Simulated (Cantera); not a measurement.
An adiabatic, constant-volume homogeneous reactor starts with CH4 : H2 : O2 : N2 : H2O = 1 : 0.066 : 2.36 : 8.89 : 1 (molar parts), equivalence ratio 0.86, at 1048 K and 14300 Torr.

Detailed kinetics in Cantera: GRI-Mech 3.0 (53 species, 325 reactions). The pressure lies above the range GRI-Mech 3.0 was tuned for (to about 10 atm).

Q: Predict: time of steepest temperature rise; temperature at 8.00 s; equilibrium temperature; x(H2) at 8.00 s; x(O2) at 8.00 s; x(HCO) at 8.00 s; x(H) at 8.00 s.

A: 
- time of steepest temperature rise = 6.62 ms
- temperature at 8.00 s = 2759 K
- equilibrium temperature = 2759 K
- x(H2) at 8.00 s = 0.00386 (gas-phase equilibrium 0.00386)
- x(O2) at 8.00 s = 0.0224 (gas-phase equilibrium 0.0224)
- x(HCO) at 8.00 s = 2.53e-8 (gas-phase equilibrium 2.53e-8)
- x(H) at 8.00 s = 0.000623 (gas-phase equilibrium 0.000623)
